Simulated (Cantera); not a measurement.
A closed system holds: 1 mol BN, 0.036 mol H2, held at 3073 K and 0.000210 bar.

Method: chemical equilibrium by Gibbs-energy minimisation in Cantera with the NASA 1993 tables (ideal gas, pure condensed phases). Candidate condensed phases: B, BN; 15 gas species. The numbers say what is thermodynamically allowed, not how fast it happens.

Base state: B 0.635, N2 0.317, H 0.0458, BN 0.000906, N 0.000857, B2 1.30e-5, H2 1.14e-5 (mole fractions); condensed: gas only.

**Question.** What changes in the equilibrium state with this change: H2 from 0.036 to 0.87 mol?

**Answer.** 
```tsv
species	before	after
H	0.0458	0.535
B	0.635	0.309
N2	0.317	0.154
H2	1.14e-5	0.00155
BH	5.42e-6	3.08e-5
B2	1.30e-5	3.08e-6
BN	0.000906	0.000307
N	0.000857	0.000597
```

**Question.** What changes in the equilibrium state with this change: H2 from 0.036 to 0.097 mol?

**Answer.** 
| species | before | after |
|---|---|---|
| B | 0.635 | 0.590 |
| N2 | 0.317 | 0.294 |
| H | 0.0458 | 0.114 |
| H2 | 1.14e-5 | 7.11e-5 |
| BH | 5.42e-6 | 1.26e-5 |
| B2 | 1.30e-5 | 1.12e-5 |
| BN | 0.000906 | 0.000810 |
| N | 0.000857 | 0.000826 |
